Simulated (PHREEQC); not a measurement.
Solution (20 °C): 1.2 mmol/kgw MgCl2, 130 mmol/kgw Na2SO4 and 0.014 mmol/kgw H4SiO4. Closed to the air; pH follows from the charge balance.

The numbers come from PHREEQC with the Pitzer model, pitzer.dat.

```
quantity                          before    after
-------------------------------  -------  -------
pH                                  7.26     7.11
MgOH+ (mol/kgw)                  5.31e-9  1.25e-8
SI of Mirabilite (Na2SO4:10H2O)    -1.76    -2.39
SI of Thenardite (Na2SO4)          -2.92    -2.86
```

### Question
Which change was made?
A) Na2SO4 from 0.13 to 0.065 mol/kgw
B) H4SiO4 left out
C) temperature from 20 to 35 °C
D) MgCl2 from 0.0012 to 0.00108 mol/kgw
E) temperature from 20 to 55 °C

### Answer
C, temperature from 20 to 35 °C

No solid was allowed to form.
